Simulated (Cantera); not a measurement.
A perfectly stirred reactor is fed with CH4 : C2H6 : O2 : N2 = 1 : 0.05 : 4.94 : 18.6 (molar parts), equivalence ratio 0.44, at 2180 Torr; it is adiabatic with a 623 K inlet, and is followed from long to short residence time, starting on the burning branch (τ in s: 0.02, 0.011, 0.0063, 0.0035, 0.002, 0.0011, 0.00061, 0.00034, 0.00019, 0.00011, 5.9e-05).

Cantera simulation using GRI-Mech 3.0 (53 species, 325 reactions); the numbers are that mechanism's predictions, not measurements.

Q: What does this change do: inlet temperature 623 to 373 K?

A: 
```tsv
quantity	before	after
blow-out, bracketed by the residence times tried	burning at 0.610 ms, out at 0.340 ms	burning at 11.0 ms, out at 6.30 ms
x(CH4) at τ = 20.0 ms	3.36e-5	0.000158
x(C2H6) at τ = 20.0 ms	4.48e-7	2.41e-6
x(O2) at τ = 20.0 ms	0.112	0.113
x(H2O) at τ = 20.0 ms	0.0869	0.0867
x(H2O2) at τ = 20.0 ms	1.78e-7	3.85e-7
x(CH4) at τ = 1.10 ms	0.000267	0.0407
x(C2H6) at τ = 1.10 ms	3.62e-6	0.00203
x(O2) at τ = 1.10 ms	0.114	0.201
x(H2O) at τ = 1.10 ms	0.0856	<1e-12
x(H2O2) at τ = 1.10 ms	6.47e-7	<1e-12
```
